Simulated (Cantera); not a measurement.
# Stirred combustor or abatement burner

A perfectly stirred reactor is fed with CH4 : O2 : N2 = 1 : 1.54 : 5.78 (molar parts), at 9.80 bar; it is adiabatic with a 448 K inlet, and is followed from long to short residence time, starting on the burning branch (τ in s: 0.067, 0.033, 0.017, 0.0083, 0.0041, 0.002, 0.001, 0.00051, 0.00025, 0.00013, 6.2e-05).

Cantera simulation using GRI-Mech 3.0 (53 species, 325 reactions); the numbers are that mechanism's predictions, not measurements.

| τ (s) | T (K) | x CH4 | x O2 | x HO2 | x C2H6 | x C2H4 | x CH2O | x N2O |
|---|---|---|---|---|---|---|---|---|
| 0.067 | 2166 | 9.22e-5 | 4.19e-5 | 1.67e-8 | 3.59e-9 | 4.27e-8 | 9.14e-7 | 9.07e-9 |
| 0.033 | 2166 | 0.000165 | 7.89e-5 | 3.10e-8 | 1.24e-8 | 1.44e-7 | 1.73e-6 | 1.21e-8 |
| 0.017 | 2165 | 0.000280 | 0.000144 | 5.71e-8 | 3.83e-8 | 4.39e-7 | 3.11e-6 | 1.64e-8 |
| 0.0083 | 2164 | 0.000481 | 0.000276 | 1.13e-7 | 1.23e-7 | 1.38e-6 | 5.78e-6 | 2.31e-8 |
| 0.0041 | 2163 | 0.000781 | 0.000521 | 2.23e-7 | 3.60e-7 | 3.93e-6 | 1.04e-5 | 3.14e-8 |
| 0.0020 | 2159 | 0.00120 | 0.000979 | 4.52e-7 | 9.74e-7 | 1.02e-5 | 1.83e-5 | 4.05e-8 |
| 0.0010 | 2152 | 0.00172 | 0.00177 | 9.13e-7 | 2.35e-6 | 2.34e-5 | 3.06e-5 | 4.86e-8 |
| 0.00051 | 2138 | 0.00237 | 0.00312 | 1.87e-6 | 5.36e-6 | 4.93e-5 | 4.96e-5 | 5.45e-8 |
| 0.00025 | 2109 | 0.00340 | 0.00581 | 4.29e-6 | 1.35e-5 | 0.000109 | 8.37e-5 | 5.94e-8 |
| 0.00013 | 2048 | 0.00547 | 0.0116 | 1.11e-5 | 4.21e-5 | 0.000266 | 0.000149 | 7.32e-8 |
| 6.2e-5 | 448 | 0.120 | 0.185 | <1e-12 | <1e-12 | <1e-12 | <1e-12 | <1e-12 |
x: mole fraction; the columns are a selection and need not sum to one.
